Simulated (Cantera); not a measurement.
A closed system holds: 1 mol CH3SiH3, 0.82 mol C2H2, 94 mol H2, at 2498.15 K and 2.18 Torr.

Equilibrium computed with Cantera from the NASA thermochemical tables; the gas is ideal and each condensed phase is pure. Candidate condensed phases: C, C6H6, C7H8, C8H18, Si, SiC; 87 gas species. The feed counts by its element totals alone. Equilibrium is a limit: real reactors are often held back by kinetics, nucleation or transport.

Base state: H2 0.620, H 0.365, C2H2 (acetylene) 0.00665, Si 0.00649, SiC2 0.00167, C2H 0.000280, C3 0.000167, SiH 7.29e-5 (mole fractions); condensed: C(graphite).

Task: What changes in the equilibrium state with this change: 1 mol CO2 added?

Result: 
| species | before | after |
|---|---|---|
| H2 | 0.620 | 0.609 |
| H | 0.365 | 0.361 |
| CO | 0 | 0.0162 |
| Si | 0.00649 | 0.00671 |
| C4H2 | 2.95e-5 | 1.64e-5 |
| C3 | 0.000167 | 0.000108 |
| C2H2 (acetylene) | 0.00665 | 0.00491 |
| C2H | 0.000280 | 0.000208 |
| C2 | 1.53e-5 | 1.15e-5 |
| C(graphite), mol | 0.469 | 0 |
Further candidate phases: H2O, SiO2.
